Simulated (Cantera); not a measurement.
A perfectly stirred reactor is fed with H2 : O2 : N2 = 1 : 0.769 : 2.89 (molar parts), at 1000000 Pa; it is adiabatic with a 750 K inlet, and is followed from long to short residence time, starting on the burning branch (τ in s: 0.046, 0.019, 0.0077, 0.0031, 0.0013, 0.00052, 0.00021, 8.6e-05, 3.5e-05, 1.4e-05, 5.8e-06).

Computed with Cantera and the H2/O2 subset of GRI-Mech 3.0, which has no nitrogen chemistry. The hydrogen kinetics of GRI-Mech 3.0 are dated; newer H2 mechanisms differ, most at raised pressure.

Q: Predict: blow-out, bracketed by the residence times tried; x(H2) at τ = 46.0 ms; x(O2) at τ = 46.0 ms; x(H) at τ = 46.0 ms; x(O) at τ = 46.0 ms; x(OH) at τ = 46.0 ms; x(H2) at τ = 0.520 ms; x(O2) at τ = 0.520 ms; x(H) at τ = 0.520 ms; x(O) at τ = 0.520 ms; x(OH) at τ = 0.520 ms.

A: 
```
Item                                                                              Result
------------------------------------------------  --------------------------------------
blow-out, bracketed by the residence times tried  burning at 5.80 µs, the shortest tried
x(H2) at τ = 46.0 ms                                                            0.000612
x(O2) at τ = 46.0 ms                                                              0.0635
x(H) at τ = 46.0 ms                                                              7.48e-5
x(O) at τ = 46.0 ms                                                             0.000389
x(OH) at τ = 46.0 ms                                                             0.00464
x(H2) at τ = 0.520 ms                                                            0.00126
x(O2) at τ = 0.520 ms                                                             0.0634
x(H) at τ = 0.520 ms                                                            0.000178
x(O) at τ = 0.520 ms                                                            0.000627
x(OH) at τ = 0.520 ms                                                            0.00576
```
